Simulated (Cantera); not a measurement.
Charge: 1 mol SiH2Cl2, 1.1 mol NH3, 52 mol N2, at 1623 K and 6.40 mbar.

Equilibrium computed with Cantera from the NASA thermochemical tables; the gas is ideal and each condensed phase is pure. The tables' values for SiCl3, SiCl are old estimates; treat these amounts as uncertain. Kinetics and transport are ignored.

```
species          before     after
-------------  --------  --------
H2               0.0369     0.455
N2                0.935     0.248
HCl              0.0209     0.183
SiCl2           0.00730     0.110
SiHCl3          5.10e-7   6.73e-5
SiCl4           1.86e-6  0.000175
SiCl3           7.63e-5   0.00287
SiCl            1.04e-5   6.28e-5
H              0.000166  0.000583
Cl              7.41e-5  0.000185
Si3N4(s), mol     0.196     0.151
```
Gas species are given as mole fractions.

### Question
What was changed between the two runs?
A. NH3 from 1.1 to 0.15 mol
B. pressure from 6.40 mbar to 0.140 bar
C. N2 from 52 to 0.95 mol
D. NH3 from 1.1 to 5.4 mol

### Answer
C, N2 from 52 to 0.95 mol
